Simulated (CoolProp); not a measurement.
Model: reference Helmholtz-energy equation of state, Lemmon 2006, in CoolProp. It is a short technical equation, of lower accuracy than the large ones.

### Question
For carbon monoxide, give the phase and the Z, cv (kJ/(kg K)), speed of sound (m/s), isothermal compressibility (1/MPa) at -59.25 °C and 1530 kPa.

### Answer
- -59.25 °C and 1530 kPa: gas; Z 0.970, cv 0.751, speed of sound 296, isothermal compressibility 0.673
